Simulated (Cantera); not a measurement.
Charge: 1 mol C2F6, 0.094 mol CH4, held at 90.0 Pa.

Equilibrium computed with Cantera from the NASA thermochemical tables; the gas is ideal and each condensed phase is pure. Candidate condensed phases: C, C6H6, C7H8, C8H18; 95 gas species. The feed counts by its element totals alone. Condensed phases not in the tables: fluorocarbon polymer. Gases not in the tables: C2F6 and larger saturated fluorocarbons. Rates play no part. All values below are at 650 K.

Base state: CF4 0.789, HF 0.211 (mole fractions); condensed: C(graphite).

What changes in the equilibrium state with this change: CH4 from 0.094 to 0.0079 mol?


```tsv
species	before	after
CF4	0.789	0.979
HF	0.211	0.0207
C(graphite), mol	0.688	0.516
```

What changes in the equilibrium state with this change: CH4 from 0.094 to 0.32 mol?


```csv
species,before,after
HF,0.211,0.520
CF4,0.789,0.480
"C(graphite), mol",0.688,1.14
```
